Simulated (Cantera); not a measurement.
A Cantera script and its output.

```python
import numpy as np
import cantera as ct

gas = ct.Solution("gri30.yaml")
gas.TPX = 1625, 101325, {'NO': 1, 'N2': 0.26}
reactor = ct.IdealGasConstPressureReactor(gas, energy="off", clone=False)
net = ct.ReactorNet([reactor])
net.rtol, net.atol = 1e-08, 1e-18
show = ['NO', 'N2O', 'O', 'NO2', 'O2', 'N2']
times = np.geomspace(0.0001, 50, 14)

steps = ct.SolutionArray(gas, extra=["t"])
rows = []
print(f"{'t/s':>10s}{'T/K':>9s}{'P/Pa':>11s}" + "".join(f"{s:>11s}" for s in show))
for t in times:
    while net.time < t:
        t_next = net.step()
        steps.append(gas.state, t=t_next)
    rows.append([np.interp(t, steps.t, y) for y in (steps.T, steps.P, *steps(*show).X.T)])
    print(f"{t:10.3e}{rows[-1][0]:9.1f}{rows[-1][1]:11.4g}" + "".join(f"{x:11.3e}" for x in rows[-1][2:]))
rate = np.gradient(steps.T, steps.t)
print("integrator steps:", len(steps.t))
if steps.T.max() > steps.T[0] + 200:
    print(f"time of steepest temperature rise: {steps.t[rate.argmax()]:.4e} s")
gas.TPX = 1625, 101325, {'NO': 1, 'N2': 0.26}
gas.equilibrate("TP")
print(f"equilibrium (TP): T = {gas.T:.1f} K  " + "  ".join(f"{s} {gas[s].X[0]:.3e}" for s in show))
```

Output:

```
       t/s      T/K       P/Pa         NO        N2O          O        NO2         O2         N2
 1.000e-04   1625.0  1.013e+05  7.936e-01  2.585e-06  1.934e-07  2.419e-06  2.991e-09  2.063e-01
 2.744e-04   1625.0  1.013e+05  7.936e-01  7.027e-06  2.103e-07  7.017e-06  1.295e-08  2.064e-01
 7.529e-04   1625.0  1.013e+05  7.936e-01  1.878e-05  2.572e-07  1.999e-05  7.635e-08  2.064e-01
 2.066e-03   1625.0  1.013e+05  7.935e-01  4.803e-05  3.883e-07  5.779e-05  6.703e-07  2.064e-01
 5.669e-03   1625.0  1.013e+05  7.933e-01  1.096e-04  7.404e-07  1.678e-04  8.572e-06  2.064e-01
 1.556e-02   1625.0  1.013e+05  7.927e-01  1.929e-04  1.377e-06  3.901e-04  1.132e-04  2.066e-01
 4.269e-02   1625.0  1.013e+05  7.912e-01  2.316e-04  1.718e-06  5.142e-04  7.380e-04  2.073e-01
 1.171e-01   1625.0  1.013e+05  7.873e-01  2.311e-04  1.929e-06  5.829e-04  2.630e-03  2.092e-01
 3.214e-01   1625.0  1.013e+05  7.768e-01  2.245e-04  2.390e-06  7.283e-04  7.758e-03  2.145e-01
 8.819e-01   1625.0  1.013e+05  7.494e-01  2.080e-04  3.298e-06  9.939e-04  2.125e-02  2.281e-01
 2.420e+00   1625.0  1.013e+05  6.831e-01  1.716e-04  4.827e-06  1.354e-03  5.414e-02  2.612e-01
 6.641e+00   1625.0  1.013e+05  5.484e-01  1.095e-04  6.959e-06  1.591e-03  1.213e-01  3.286e-01
 1.822e+01   1625.0  1.013e+05  3.522e-01  4.473e-05  9.214e-06  1.366e-03  2.196e-01  4.267e-01
 5.000e+01   1625.0  1.013e+05  1.712e-01  1.057e-05  1.089e-05  7.885e-04  3.106e-01  5.174e-01
integrator steps: 1187
equilibrium (TP): T = 1625.0 K  NO 2.592e-03  N2O 1.353e-07  O 1.224e-05  NO2 1.347e-05  O2 3.955e-01  N2 6.019e-01
```

Computed with Cantera and GRI-Mech 3.0 (53 species, 325 reactions).
